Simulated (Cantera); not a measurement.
Silicon nitride deposition: SiHCl3 + N2 + H2

Input: 1 mol SiHCl3, 0.39 mol N2, a varied amount of H2, at 1548.15 K and 8.00e-5 bar.

Cantera equilibrium calculation (NASA polynomials, part measured and part estimated; ideal gas, pure solids and liquids). Candidate condensed phases: NH4Cl, Si, Si3N4; 28 gas species. The tables' values for SiCl3, SiCl are old estimates; treat these amounts as uncertain. Kinetics and transport are ignored.

```csv
n(H2) (mol),x H2,x HCl,x SiCl2,x N2,x H,x SiCl3,x Cl,n Si(s)
1.5,0.385,0.255,0.255,0.100,0.00214,0.00172,0.00113,0
3,0.554,0.185,0.184,0.0722,0.00257,0.000753,0.000684,0
4.4,0.638,0.163,0.138,0.0573,0.00275,0.000464,0.000561,0.0526
5.9,0.695,0.148,0.105,0.0469,0.00287,0.000310,0.000490,0.115
7.3,0.733,0.137,0.0852,0.0402,0.00295,0.000225,0.000441,0.163
8.7,0.763,0.127,0.0707,0.0351,0.00301,0.000170,0.000401,0.205
10,0.784,0.119,0.0606,0.0314,0.00305,0.000135,0.000371,0.238
12,0.811,0.109,0.0490,0.0270,0.00310,9.81e-5,0.000334,0.283
13,0.821,0.105,0.0445,0.0253,0.00313,8.49e-5,0.000318,0.303
14,0.831,0.101,0.0406,0.0237,0.00314,7.41e-5,0.000304,0.322
```
x: gas mole fraction; n: condensed amount in mol.

From 1.5 mol H2 to 3 mol H2 nothing is condensed. From 4.4 mol H2 to 14 mol H2 the condensed part is Si(s). The main Si-bearing gas is SiCl2 throughout.
